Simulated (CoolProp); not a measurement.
n-perfluorohexane along the isobar 1.83 MPa: density (kg/m³) from the reference equation and from simpler models built on Tc = 448.0 K, pc = 1.742 MPa, ω = 0.497; each cubic takes its own stable root.

Model: reference Helmholtz-energy equation of state, Gao 2022, in CoolProp.

```json
[
 {"T (K)": "208.1", "phase": "liquid", "reference": "1932", "van der Waals": "1069", "Redlich-Kwong": "1580", "Soave-Redlich-Kwong": "1640", "Peng-Robinson": "1839"},
 {"T (K)": "224.2", "phase": "liquid", "reference": "[?]", "van der Waals": "1051", "Redlich-Kwong": "1548", "Soave-Redlich-Kwong": "1615", "Peng-Robinson": "1813"},
 {"T (K)": "240.4", "phase": "liquid", "reference": "1843", "van der Waals": "1032", "Redlich-Kwong": "1515", "Soave-Redlich-Kwong": "1588", "Peng-Robinson": "[?]"},
 {"T (K)": "256.5", "phase": "liquid", "reference": "1799", "van der Waals": "1012", "Redlich-Kwong": "1480", "Soave-Redlich-Kwong": "1558", "Peng-Robinson": "1752"},
 {"T (K)": "272.6", "phase": "liquid", "reference": "1755", "van der Waals": "990.9", "Redlich-Kwong": "1443", "Soave-Redlich-Kwong": "1526", "Peng-Robinson": "1718"},
 {"T (K)": "288.7", "phase": "liquid", "reference": "1711", "van der Waals": "969.0", "Redlich-Kwong": "1403", "Soave-Redlich-Kwong": "1491", "Peng-Robinson": "1680"},
 {"T (K)": "304.9", "phase": "liquid", "reference": "1665", "van der Waals": "945.7", "Redlich-Kwong": "1360", "Soave-Redlich-Kwong": "1452", "Peng-Robinson": "1637"},
 {"T (K)": "321", "phase": "liquid", "reference": "1618", "van der Waals": "921.1", "Redlich-Kwong": "1315", "Soave-Redlich-Kwong": "1409", "Peng-Robinson": "1591"},
 {"T (K)": "337.1", "phase": "liquid", "reference": "1568", "van der Waals": "894.8", "Redlich-Kwong": "1267", "Soave-Redlich-Kwong": "1362", "Peng-Robinson": "1539"},
 {"T (K)": "353.2", "phase": "liquid", "reference": "1516", "van der Waals": "866.3", "Redlich-Kwong": "1214", "Soave-Redlich-Kwong": "1309", "Peng-Robinson": "1480"},
 {"T (K)": "369.4", "phase": "liquid", "reference": "1459", "van der Waals": "834.9", "Redlich-Kwong": "1156", "Soave-Redlich-Kwong": "1248", "Peng-Robinson": "1412"},
 {"T (K)": "385.5", "phase": "liquid", "reference": "1396", "van der Waals": "800.1", "Redlich-Kwong": "1092", "Soave-Redlich-Kwong": "[?]", "Peng-Robinson": "1334"},
 {"T (K)": "401.6", "phase": "liquid", "reference": "1324", "van der Waals": "760.0", "Redlich-Kwong": "1019", "Soave-Redlich-Kwong": "1099", "Peng-Robinson": "1241"},
 {"T (K)": "417.7", "phase": "liquid", "reference": "1235", "van der Waals": "[?]", "Redlich-Kwong": "[?]", "Soave-Redlich-Kwong": "999.4", "Peng-Robinson": "1126"},
 {"T (K)": "433.9", "phase": "liquid", "reference": "1111", "van der Waals": "[?]", "Redlich-Kwong": "816.9", "Soave-Redlich-Kwong": "[?]", "Peng-Robinson": "967.7"},
 {"T (K)": "450", "phase": "supercritical", "reference": "729.7", "van der Waals": "525.1", "Redlich-Kwong": "589.7", "Soave-Redlich-Kwong": "557.5", "Peng-Robinson": "604.3"}
]
```

Problem. Complete the blanks.

Solution. 
- 224.2, reference: 1887
- 240.4, Peng-Robinson: 1784
- 385.5, Soave-Redlich-Kwong: 1180
- 417.7, van der Waals: 711.8
- 417.7, Redlich-Kwong: 931.8
- 433.9, van der Waals: 647.2
- 433.9, Soave-Redlich-Kwong: 863.9
